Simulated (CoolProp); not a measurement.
Model: reference Helmholtz-energy equation of state, Akasaka 2020, in CoolProp.

Task: Give the vapour pressure (bar), liquid density (kg/m³), liquid cp (kJ/(kg K)) of saturated R1123 at 230.4 K.

Result: 
```json
[
 {"T (K)": "230.4", "p (bar)": "2.41", "liquid density (kg/m³)": "1290", "liquid cp (kJ/(kg K))": "1.32"}
]
```
